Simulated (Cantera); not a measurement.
A closed system holds: 1 mol Si, 0.79 mol O₂, 2.2 mol N₂, held at 1275 K and 1.33 mbar.

Cantera equilibrium calculation (NASA polynomials, part measured and part estimated; ideal gas, pure solids and liquids). Candidate condensed phases: Si, SiO₂, Si₂N₂O, Si₃N₄; 16 gas species. N₂ is the only nitrogen source here; it is nearly inert below about 1500 K, so the nitride shown seldom forms there in practice. Mutual solubility and eutectic melting of coexisting phases are not modelled. The tables hold silica as quartz up to 1696 K and as liquid above; real silica turns to tridymite and cristobalite and melts near 1996 K. Rates play no part.

Base state: N₂ 1.000, SiO 1.22e-5 (mole fractions); condensed: SiO₂(β-quartz) + Si₂N₂O(s).

Task: What changes in the equilibrium state with this change: temperature from 1275 K to 1673.15 K?

Result: 
```tsv
species	before	after
N₂	1.000	0.840
SiO	1.22e-5	0.160
SiO₂(β-quartz), mol	0.720	0.580
Si₂N₂O(s), mol	0.140	0
```

Task: What changes in the equilibrium state with this change: Si replaced by Cu?

Result: 
```tsv
species	before	after
N₂	1.000	0.803
O₂	<1e-9	0.197
NO	<1e-9	0.000328
SiO	1.22e-5	0
Cu	0	1.42e-5
SiO₂(β-quartz), mol	0.720	0
Si₂N₂O(s), mol	0.140	0
Cu₂O(s), mol	0	0.500
```
Further candidate phases: Cu, CuO, Cu₂O.

Task: What changes in the equilibrium state with this change: Si replaced by Al?

Result: 
```
species               before     after
-------------------  -------  --------
N₂                     1.000     0.982
O₂                     <1e-9    0.0178
NO                     <1e-9  0.000109
SiO                  1.22e-5         0
SiO₂(β-quartz), mol    0.720         0
Si₂N₂O(s), mol         0.140         0
Al₂O₃(s), mol              0     0.500
```
Further candidate phases: Al, AlN, Al₂O₃.
